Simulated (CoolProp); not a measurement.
Saturation properties of the fluoroketone C6F12O (FK-5-1-12) (Tc = 441.8 K, pc = 1.869 MPa, ω = 0.471).

Values from CoolProp's reference Helmholtz-energy equation of state, McLinden 2015.

```
T (K)  p (MPa)  liquid density (kg/m³)  vapour density (kg/m³)  liquid cp (kJ/(kg K))
-----  -------  ----------------------  ----------------------  ---------------------
329.9   0.1314                    1501                   16.41                  1.130
336     0.1597                    1481                   19.83                  1.137
342.1   0.1926                    1459                   23.81                  1.145
348.2   0.2304                    1437                   28.42                  1.153
354.3   0.2737                    1415                   33.75                  1.163
360.4   0.3229                    1391                   39.88                  1.173
366.5   0.3786                    1367                   46.93                  1.184
372.6   0.4413                    1341                   55.05                  1.197
378.7   0.5115                    1315                   64.40                  1.212
384.8   0.5899                    1287                   75.18                  1.229
390.9   0.6771                    1257                   87.68                  1.248
397     0.7738                    1225                   102.2                  1.272
403.1   0.8807                    1191                   119.3                  1.301
```

It boils at 322.2 K under 1 atm.
